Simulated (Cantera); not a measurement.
Mixture: CH4 : O2 : N2 = 1 : 1.33 : 5.01 (molar parts), equivalence ratio 1.5, at 0.365 atm, adiabatic and at constant volume. Ignition delay is the time to a rise of 400 K.

Computed with Cantera and GRI-Mech 3.0 (53 species, 325 reactions).

Q: What does this change do: N2 5.01 to 11 parts?

A: 
```
quantity                                                before       after
--------------------------------------------------  ----------  ----------
delay at 1100 K                                        0.597 s      1.29 s
delay at 1150 K                                        0.264 s     0.574 s
delay at 1200 K                                        0.122 s     0.266 s
delay at 1250 K                                        58.5 ms     0.127 s
delay at 1300 K                                        29.2 ms     62.9 ms
delay at 1350 K                                        15.2 ms     32.1 ms
delay at 1400 K                                        8.24 ms     16.9 ms
apparent activation energy between 1300 and 1400 K  190 kJ/mol  200 kJ/mol
```
